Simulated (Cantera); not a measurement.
A perfectly stirred reactor is fed with C₃H₈ : H₂ = 1 : 170 (molar parts), at 16.5 Torr; it is held at 1800 K, and followed from long to short residence time.

Computed with Cantera and GRI-Mech 3.0 (53 species, 325 reactions). GRI-Mech 3.0 was tuned for natural gas; its chemistry of propane as a main component is partial and can be far from experiment. GRI-Mech 3.0 stops at C3 and has no aromatics, soot or wall deposition, so with more carbon than oxygen in the feed, carbon stays in small species such as C2H2 where larger ones or solid carbon would form. Radical loss at walls, strong at low pressure, is not modelled.

**Question.** What does this change do: H2 170 to 57 parts?

**Answer.** 
| quantity | before | after |
|---|---|---|
| x(C₃H₈) at τ = 0.590 s | 5.13e-7 | 1.44e-6 |
| x(H₂) at τ = 0.590 s | 0.987 | 0.969 |
| x(C₂H₄) at τ = 0.590 s | 1.30e-5 | 3.98e-5 |
| x(C₂H₆) at τ = 0.590 s | 1.39e-7 | 4.87e-7 |
| x(H) at τ = 0.590 s | 0.00238 | 0.00247 |
| x(C₃H₈) at τ = 45.0 ms | 6.40e-6 | 1.69e-5 |
| x(H₂) at τ = 45.0 ms | 0.985 | 0.964 |
| x(C₂H₄) at τ = 45.0 ms | 9.33e-5 | 0.000266 |
| x(C₂H₆) at τ = 45.0 ms | 7.68e-7 | 3.03e-6 |
| x(H) at τ = 45.0 ms | 0.00258 | 0.00295 |
